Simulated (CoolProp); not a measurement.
Aqueous potassium formate as a coolant, 46 % by mass, freezing at -45.9 °C, 1 atm.

The numbers come from the Melinder's fits for secondary coolants in CoolProp.

```tsv
T (°C)	cp (kJ/(kg K))	Prandtl number	density (kg/m³)	conductivity (W/(m K))
-23.5	2.661	55.4	1326	0.451
-16.6	___	40.4	1324	0.459
-9.7	2.685	30.8	___	0.466
-2.9	2.697	24.3	1319	___
4	2.709	19.7	1316	0.482
10.8	2.721	16.4	1313	0.490
17.7	2.734	13.9	1310	0.498
24.6	2.747	12.0	1307	0.505
31.4	2.760	10.4	1304	___
```

Q: Some entries are withheld; supply them.

A: 
- -16.6, cp (kJ/(kg K)): 2.673
- -9.7, density (kg/m³): 1322
- -2.9, conductivity (W/(m K)): 0.474
- 31.4, conductivity (W/(m K)): 0.513
